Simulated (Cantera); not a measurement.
Cantera run, input and output.

```python
import numpy as np
import cantera as ct

gas = ct.Solution("gri30.yaml")
gas.TPX = 1325, 240000, {'CH4': 1, 'O2': 2.86, 'N2': 10.7}
reactor = ct.IdealGasReactor(gas, energy="on", clone=False)
net = ct.ReactorNet([reactor])
net.rtol, net.atol = 1e-08, 1e-16
show = ['CH4', 'O2', 'H', 'HCN', 'HO2', 'O', 'CH2']
times = np.geomspace(2e-06, 1, 15)

steps = ct.SolutionArray(gas, extra=["t"])
rows = []
print(f"{'t/s':>10s}{'T/K':>9s}{'P/Pa':>11s}" + "".join(f"{s:>11s}" for s in show))
for t in times:
    while net.time < t:
        t_next = net.step()
        steps.append(gas.state, t=t_next)
    rows.append([np.interp(t, steps.t, y) for y in (steps.T, steps.P, *steps(*show).X.T)])
    print(f"{t:10.3e}{rows[-1][0]:9.1f}{rows[-1][1]:11.4g}" + "".join(f"{x:11.3e}" for x in rows[-1][2:]))
rate = np.gradient(steps.T, steps.t)
print("integrator steps:", len(steps.t))
if steps.T.max() > steps.T[0] + 200:
    print(f"time of steepest temperature rise: {steps.t[rate.argmax()]:.4e} s")
gas.TPX = 1325, 240000, {'CH4': 1, 'O2': 2.86, 'N2': 10.7}
gas.equilibrate("UV")
print(f"equilibrium (UV): T = {gas.T:.1f} K  " + "  ".join(f"{s} {gas[s].X[0]:.3e}" for s in show))
```

Result:

```
       t/s      T/K       P/Pa        CH4         O2          H        HCN        HO2          O        CH2
 2.000e-06   1325.0    2.4e+05  6.868e-02  1.964e-01  2.022e-10  8.009e-23  2.506e-08  1.109e-10  4.188e-17
 5.106e-06   1325.0    2.4e+05  6.868e-02  1.964e-01  2.248e-10  5.387e-22  6.367e-08  1.466e-10  1.860e-16
 1.304e-05   1325.0    2.4e+05  6.868e-02  1.964e-01  2.858e-10  3.642e-21  1.604e-07  2.392e-10  1.075e-15
 3.328e-05   1325.0    2.4e+05  6.868e-02  1.964e-01  4.700e-10  2.573e-20  3.949e-07  5.124e-10  8.321e-15
 8.498e-05   1325.0    2.4e+05  6.868e-02  1.964e-01  1.176e-09  2.092e-19  9.137e-07  1.508e-09  9.016e-14
 2.170e-04   1325.0    2.4e+05  6.867e-02  1.964e-01  4.896e-09  2.469e-18  1.712e-06  6.287e-09  1.516e-12
 5.539e-04   1325.4  2.401e+05  6.858e-02  1.964e-01  1.886e-08  4.692e-17  2.330e-06  2.184e-08  1.640e-11
 1.414e-03   1328.5  2.406e+05  6.805e-02  1.960e-01  6.431e-08  6.504e-16  6.226e-06  5.205e-08  6.757e-11
 3.611e-03   2767.3  5.099e+05  2.259e-16  5.786e-02  2.138e-03  1.546e-10  1.687e-05  5.114e-03  1.848e-15
 9.218e-03   2750.3  5.064e+05  2.186e-16  5.286e-02  2.000e-03  2.615e-10  1.522e-05  4.573e-03  1.582e-15
 2.354e-02   2750.3  5.064e+05  2.186e-16  5.286e-02  2.000e-03  2.615e-10  1.522e-05  4.573e-03  1.582e-15
 6.009e-02   2750.3  5.064e+05  2.186e-16  5.286e-02  2.000e-03  2.615e-10  1.522e-05  4.573e-03  1.582e-15
 1.534e-01   2750.3  5.064e+05  2.186e-16  5.286e-02  2.000e-03  2.615e-10  1.522e-05  4.573e-03  1.582e-15
 3.917e-01   2750.3  5.064e+05  2.186e-16  5.286e-02  2.000e-03  2.615e-10  1.522e-05  4.573e-03  1.582e-15
 1.000e+00   2750.3  5.064e+05  2.186e-16  5.286e-02  2.000e-03  2.615e-10  1.522e-05  4.573e-03  1.582e-15
integrator steps: 2196
time of steepest temperature rise: 3.3340e-03 s
equilibrium (UV): T = 2750.3 K  CH4 3.008e-16  O2 5.286e-02  H 2.000e-03  HCN 2.615e-10  HO2 1.522e-05  O 4.573e-03  CH2 1.938e-15
```

Computed with Cantera and GRI-Mech 3.0 (53 species, 325 reactions).
